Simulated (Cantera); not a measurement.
A freely propagating, adiabatic, planar premixed flame of 55.6 % H2, 8.21 % O2, 36.2 % N2, equivalence ratio 3.4, unburnt at 448 K and 1.40 bar; mixture-averaged transport, grid criteria slope 0.08 and curve 0.16, no radiation.

Computed with Cantera and the H2/O2 subset of GRI-Mech 3.0, which has no nitrogen chemistry. Burning velocities carry a grid error of a few per cent, more on coarse grids.

Question: Predict: laminar burning velocity; thermal thickness; peak x(O); peak x(OH); peak x(HO2).

Answer: 
```json
{
  "laminar_burning_velocity": "353 cm/s",
  "thermal_thickness": "0.308 mm",
  "peak x(O)": "0.000670",
  "peak x(OH)": "0.000589",
  "peak x(HO2)": "0.000343"
}
```
